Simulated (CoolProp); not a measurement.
Vapour-liquid equilibrium of C2F6 (R116) (1) + R134a (2) at 243.5 K; x and y are mole fractions of (1).

The numbers come from the multi-fluid Helmholtz-energy mixture model, Lemmon 2006 and Tillner-Roth 1994; pair parameters Bell 2016 in CoolProp.

| x | bubble pressure, mixture model (MPa) | bubble pressure, Raoult's law (MPa) | y, mixture model | y, Raoult's law |
|---|---|---|---|---|
| 0.05 | 0.2061 | 0.1201 | 0.586 | 0.321 |
| 0.125 | 0.3449 | 0.1715 | 0.757 | 0.562 |
| 0.2 | 0.4423 | 0.2230 | 0.815 | 0.692 |
| 0.275 | 0.5086 | 0.2744 | 0.843 | 0.773 |
| 0.35 | 0.5532 | 0.3258 | 0.860 | 0.829 |
| 0.425 | 0.5842 | 0.3773 | 0.870 | 0.869 |
| 0.5 | 0.6075 | 0.4287 | 0.879 | 0.900 |
| 0.575 | 0.6276 | 0.4801 | 0.887 | 0.924 |
| 0.65 | 0.6476 | 0.5316 | 0.896 | 0.944 |
| 0.725 | 0.6694 | 0.5830 | 0.907 | 0.960 |
| 0.8 | 0.6940 | 0.6345 | 0.922 | 0.973 |
| 0.875 | 0.7217 | 0.6859 | 0.943 | 0.984 |
| 0.95 | 0.7515 | 0.7373 | 0.973 | 0.994 |

The largest gap from Raoult's law is +101.1 % in bubble pressure, at x = 0.125. No azeotrope shows between x = 0.05 and 0.95.

The pair parameters rest on a limited set of measurements; away from them the model extrapolates. With so large a gap from Raoult's law the liquid may split in two, which this calculation doesn't test in full.
